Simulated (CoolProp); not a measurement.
Saturation properties of R1132(E) (Tc = 348.8 K, pc = 51.74 bar, ω = 0.245).

Model: reference Helmholtz-energy equation of state, Akasaka 2024, in CoolProp.

```tsv
T (K)	p (bar)	liquid density (kg/m³)	vapour density (kg/m³)	enthalpy of vaporisation (kJ/kg)	liquid cp (kJ/(kg K))
264.4	6.158	1029	20.33	262.0	1.713
266.6	6.623	1022	21.84	259.4	1.720
268.9	7.136	1015	23.51	256.5	1.729
271.1	7.655	1009	25.20	253.8	1.738
273.4	8.226	1001	27.07	250.8	1.748
275.6	8.802	994.6	28.96	247.9	1.758
277.9	9.436	987.3	31.06	244.9	1.769
280.1	10.07	980.2	33.19	241.9	1.781
282.4	10.77	972.7	35.54	238.7	1.795
284.6	11.48	965.3	37.92	235.6	1.808
286.9	12.24	957.5	40.56	232.2	1.824
289.1	13.02	949.8	43.23	229.0	1.840
291.4	13.86	941.6	46.19	225.5	1.858
```
